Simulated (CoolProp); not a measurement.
Ethylene along the isobar 5.72 MPa: Z from the reference equation and from simpler models built on Tc = 282.4 K, pc = 5.042 MPa, ω = 0.087; each cubic takes its own stable root.

Model: reference Helmholtz-energy equation of state, Smukala 2000, in CoolProp.

| T (K) | phase | reference | van der Waals | Redlich-Kwong | Soave-Redlich-Kwong |
|---|---|---|---|---|---|
| 262.2 | liquid | 0.1804 | 0.2651 | 0.2025 | 0.2004 |
| 268.4 | liquid | 0.1849 | 0.2708 | 0.2108 | 0.2088 |
| 274.6 | liquid | 0.1925 | 0.2798 | 0.2235 | 0.2219 |
| 280.8 | liquid | 0.2069 | 0.2952 | 0.2458 | 0.2452 |
| 287 | supercritical | 0.2618 | 0.3278 | 0.3057 | 0.3127 |
| 293.3 | supercritical | 0.4727 | 0.4491 | 0.4737 | 0.4856 |
| 299.5 | supercritical | 0.5549 | 0.5437 | 0.5533 | 0.5643 |
| 305.7 | supercritical | 0.6085 | 0.5973 | 0.6052 | 0.6166 |
| 311.9 | supercritical | 0.6492 | 0.6363 | 0.6447 | 0.6566 |
| 318.1 | supercritical | 0.6822 | 0.6675 | 0.6768 | 0.6894 |
| 324.3 | supercritical | 0.7100 | 0.6934 | 0.7039 | 0.7170 |
| 330.6 | supercritical | 0.7341 | 0.7160 | 0.7276 | 0.7412 |
| 336.8 | supercritical | 0.7549 | 0.7354 | 0.7480 | 0.7621 |
| 343 | supercritical | 0.7733 | 0.7527 | 0.7661 | 0.7806 |
| 349.2 | supercritical | 0.7897 | 0.7681 | 0.7822 | 0.7972 |
